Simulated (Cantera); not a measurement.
Feed: 1 mol B2O3, 0.6 mol NH3, 0.64 mol N2, at 1375 K and 75.0 Torr.

Method: chemical equilibrium by Gibbs-energy minimisation in Cantera with the NASA 1993 tables (ideal gas, pure condensed phases). Candidate condensed phases: B, BN, B2O3, B3O3H3, H2O; 39 gas species. Mutual solubility and eutectic melting of coexisting phases are not modelled. Gases not in the tables: H3BO3. Equilibrium is a limit: real reactors are often held back by kinetics, nucleation or transport.

Base state: N2 0.510, H2 0.487, H2O 0.00149, HBO2 0.000878, HBO 6.73e-5, B2O3 1.32e-5 (mole fractions); condensed: BN(s) + B2O3(l).

Q: What changes in the equilibrium state with this change: B2O3 replaced by borazine?

A: 
```
species         before  after
------------  --------  -----
H2               0.487  0.806
N2               0.510  0.194
H2O            0.00149      0
HBO2          0.000878      0
HBO            6.73e-5      0
B2O3           1.32e-5      0
BN(s), mol     0.00232   3.00
B2O3(l), mol     0.998      0
```
The feed counts by its element totals alone.
